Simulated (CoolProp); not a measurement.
Vapour pressure (MPa) of sulfur dioxide: the reference equation beside estimates from Tc = 430.6 K, pc = 7.887 MPa, ω = 0.256. Clausius-Clapeyron is anchored at 318.9 K with a constant enthalpy of vaporisation of 21.39 kJ/mol.

Values from CoolProp's reference Helmholtz-energy equation of state, Gao 2016.

| T (K) | reference | Clausius-Clapeyron | van der Waals | Redlich-Kwong | Soave-Redlich-Kwong | Peng-Robinson |
|---|---|---|---|---|---|---|
| 313.2 | 0.6312 | 0.6442 | 1.916 | 0.9446 | 0.6325 | 0.6280 |
| 316 | 0.6858 | 0.6928 | 2.002 | 1.014 | 0.6876 | 0.6822 |
| 318.9 | 0.7461 | 0.7461 | 2.094 | 1.090 | 0.7485 | 0.7420 |
| 321.7 | 0.8079 | 0.8003 | 2.185 | 1.167 | 0.8110 | 0.8035 |
| 324.6 | 0.8760 | 0.8596 | 2.282 | 1.250 | 0.8799 | 0.8712 |
| 327.4 | 0.9458 | 0.9199 | 2.378 | 1.335 | 0.9506 | 0.9407 |
| 330.3 | 1.022 | 0.9856 | 2.481 | 1.426 | 1.028 | 1.017 |
| 333.1 | 1.101 | 1.052 | 2.582 | 1.519 | 1.108 | 1.095 |
| 336 | 1.186 | 1.125 | 2.690 | 1.619 | 1.194 | 1.180 |
| 338.9 | 1.277 | 1.201 | 2.801 | 1.724 | 1.286 | 1.271 |
| 341.7 | 1.369 | 1.278 | 2.911 | 1.829 | 1.380 | 1.363 |
| 344.6 | 1.470 | 1.362 | 3.027 | 1.943 | 1.482 | 1.464 |
| 347.4 | 1.572 | 1.446 | 3.142 | 2.058 | 1.587 | 1.566 |
| 350.3 | 1.684 | 1.538 | 3.264 | 2.181 | 1.700 | 1.678 |
| 353.1 | 1.797 | 1.630 | 3.385 | 2.305 | 1.815 | 1.791 |

Absolute difference from the reference over all 15 rows, mean and median: Clausius-Clapeyron 4.5 and 4.5 %, van der Waals 138.8 and 134.5 %, Redlich-Kwong 38.4 and 38.0 %, Soave-Redlich-Kwong 0.6 and 0.6 %, Peng-Robinson 0.5 and 0.5 %.
